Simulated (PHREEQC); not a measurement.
Consider water at 76 °C with 3.9 mmol/kgw H2SO4, 0.035 mmol/kgw ZnSO4 and 22 mmol/kgw CuCl2. Closed to the air; pH follows from the charge balance.

Computed with PHREEQC (ion-association model, wateq4f.dat).

```csv
quantity,before,after
pH,2.27,2.29
ionic strength (mol/kgw),0.0592,0.00730
SO4-2 (mol/kgw),0.00147,0.00167
HSO4- (mol/kgw),0.00142,0.00226
Zn+2 (mol/kgw),2.52e-5,2.79e-5
ZnSO4 (mol/kgw),2.07e-6,7.07e-6
SI of Goslarite (ZnSO4:7H2O),-6.59,-6.06
SI of Zincite(c) (ZnO),-9.22,-8.93
```

Problem. What was changed between the two runs?
A. ZnSO4 from 3.5e-05 to 5.25e-05 mol/kgw
B. ZnSO4 from 3.5e-05 to 0.00035 mol/kgw
C. CuCl2 left out
D. H2SO4 from 0.0039 to 0.0078 mol/kgw
E. H2SO4 left out

Solution. C, CuCl2 left out

No solid was allowed to form. Constants without temperature data keep their 25 °C values here.
